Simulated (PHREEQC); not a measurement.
## Copper plating or etch bath: an equilibrium model

A solution holds 0.0092 mol CuCl2, 0.13 mol HCl and 0.014 mol NaCl per kg of water, at 20 °C. Closed to the air; pH follows from the charge balance.

All values are PHREEQC results (ion-association model, phreeqc.dat), not measurements.

This is a speciation only: nothing precipitates in the calculation.

Problem. Estimate the pH, density.

Solution. pH 0.98; density 1.002 g/cm³.

Problem. In which forms is Cu present?

Solution. Cu+2 89 %, CuCl+ 10 % of the Cu.

Complexes and solids missing from the database can't appear.
